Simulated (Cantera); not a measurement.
# Pyrogenic steam for wet oxidation

An isothermal, constant-pressure homogeneous reactor starts with H2 : O2 : N2 = 1.2 : 1 : 0.52 (molar parts), at 850 K and 0.207 atm.

Model: the H2/O2 subset of GRI-Mech 3.0, which has no nitrogen chemistry, integrated in Cantera. Below about 950 K walls govern HO2 and H2O2 in real vessels. The temperature is held fixed by assumption; the heat of reaction is taken as removed at once.

```csv
t (s),x H2,x O2,x HO2,x OH,x H2O2,x H,x H2O
0.000600,0.441,0.368,1.51e-9,8.19e-12,2.18e-12,3.17e-10,1.63e-9
0.00165,0.441,0.368,8.53e-8,3.64e-10,1.97e-10,1.40e-8,1.01e-7
0.00452,0.320,0.318,0.000167,0.000142,5.83e-6,0.00127,0.154
0.0124,0.306,0.313,3.01e-5,1.20e-9,0.000111,1.81e-8,0.173
0.0341,0.306,0.313,1.28e-5,9.03e-10,0.000125,1.36e-8,0.173
0.0935,0.306,0.313,1.16e-5,9.58e-10,0.000137,1.43e-8,0.173
0.257,0.306,0.313,1.29e-5,1.20e-9,0.000172,1.75e-8,0.173
0.705,0.305,0.312,1.67e-5,2.09e-9,0.000297,2.89e-8,0.174
1.93,0.302,0.311,2.67e-5,6.14e-9,0.000820,7.36e-8,0.178
5.31,0.280,0.301,3.58e-5,1.31e-8,0.00161,1.23e-7,0.206
14.6,0.213,0.274,3.40e-5,1.43e-8,0.00146,9.28e-8,0.292
40.0,0.0827,0.222,2.67e-5,2.02e-8,0.000833,4.79e-8,0.459
```
x: mole fraction; the columns are a selection and need not sum to one.

Equilibrium at this temperature and pressure: H2 1.31e-12, O2 0.189, HO2 8.24e-11, OH 1.26e-8, H2O2 3.33e-11, H <1e-12, H2O 0.566 (gas phase only).
